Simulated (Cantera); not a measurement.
A perfectly stirred reactor is fed with 6.84 % CH3OH, 15.5 % O2, 58.5 % N2, 19.2 % H2O, at 100000 Pa; it is adiabatic with a 525 K inlet, and is followed from long to short residence time, starting on the burning branch (τ in s: 0.1, 0.055, 0.03, 0.016, 0.0085, 0.0046, 0.0025, 0.0013, 0.00071, 0.00038, 0.0002, 0.00011, 5.9e-05).

Model: GRI-Mech 3.0 (53 species, 325 reactions), integrated in Cantera. GRI-Mech 3.0 was tuned for natural gas; its chemistry of methanol as a main component is partial and can be far from experiment.

x: mole fraction; the columns are a selection and need not sum to one.

```
τ (s)    T (K)   x CH3OH    x O2  x H2O       x H     x NO      x CO       x CH2
-------  -----  --------  ------  -----  --------  -------  --------  ----------
0.10      1701   4.23e-6  0.0507  0.317   1.75e-5  3.41e-6  0.000349    7.67e-10
0.055     1698   6.34e-6  0.0507  0.316   3.00e-5  3.21e-6  0.000517  (withheld)
0.030     1693   9.51e-6  0.0508  0.316   5.22e-5  2.98e-6  0.000770  (withheld)
0.016     1687   1.44e-5  0.0510  0.315   9.24e-5  2.67e-6   0.00116  (withheld)
0.0085    1678   2.19e-5  0.0514  0.314  0.000162  2.31e-6   0.00176  (withheld)
0.0046    1666   3.30e-5  0.0519  0.313  0.000274  1.98e-6   0.00262  (withheld)
0.0025    1649   5.02e-5  0.0526  0.312  0.000446  1.69e-6   0.00390  (withheld)
0.0013    1624   8.13e-5  0.0540  0.310  0.000711  1.41e-6   0.00605  (withheld)
0.00071   1591  0.000136  0.0560  0.308   0.00100  1.11e-6   0.00934  (withheld)
0.00038   1532  0.000288  0.0604  0.306   0.00115  5.96e-7    0.0163  (withheld)
0.00020    525    0.0684   0.155  0.192    <1e-12   <1e-12    <1e-12      <1e-12
0.00011    525    0.0684   0.155  0.192    <1e-12   <1e-12    <1e-12      <1e-12
5.9e-5     525    0.0684   0.155  0.192    <1e-12   <1e-12    <1e-12      <1e-12
```

Task: Fill in the missing entries.

Result: 
- 0.055, x CH2: 1.21e-9
- 0.030, x CH2: 2.03e-9
- 0.016, x CH2: 3.84e-9
- 0.0085, x CH2: 8.11e-9
- 0.0046, x CH2: 1.80e-8
- 0.0025, x CH2: 4.10e-8
- 0.0013, x CH2: 9.78e-8
- 0.00071, x CH2: 2.08e-7
- 0.00038, x CH2: 4.04e-7
